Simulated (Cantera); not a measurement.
Feed: 1 mol SiC, 0.049 mol H2, held at 1200 °C and 18.0 Pa.

Cantera equilibrium calculation (NASA polynomials, part measured and part estimated; ideal gas, pure solids and liquids). Candidate condensed phases: C, C6H6, C7H8, C8H18, Si, SiC; 87 gas species. The numbers say what is thermodynamically allowed, not how fast it happens.

Base state: H2 0.999, H 0.000943 (mole fractions); condensed: SiC(s).

Question: What changes in the equilibrium state with this change: temperature from 1200 °C to 1577 °C?

Answer: 
```
species        before    after
-----------  --------  -------
H2              0.999    0.959
H            0.000943   0.0393
Si            8.23e-7  0.00108
SiC2            <1e-9  2.09e-5
Si2C          1.01e-9  1.48e-5
SiC(s), mol      1.00    1.000
```
